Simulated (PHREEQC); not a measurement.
Make-up at 60 °C: 26 mmol/kgw MgCl2, 0.041 mmol/kgw Na2HPO4 and 2.3 mmol/kgw KCl. Closed to the air; pH follows from the charge balance.

The numbers come from PHREEQC with the ion-association model, wateq4f.dat.

This is a speciation only: nothing precipitates in the calculation.

**Question.** Order these P species by the share of P that they hold, largest first: MgPO4-, MgH2PO4+, H2PO4-, HPO4-2, MgHPO4.

**Answer.** MgHPO4 (66 %), HPO4-2 (13 %), H2PO4- (11 %), MgH2PO4+ (7.2 %), MgPO4- (2.6 %)

The pH is 6.86 and the ionic strength 0.0803 mol/kgw. H3PO4, which wateq4f.dat lacks, is added to it with the constant of phreeqc.dat. Away from 25 °C the constants follow the database's enthalpies or fits; those with neither stay at their 25 °C values.
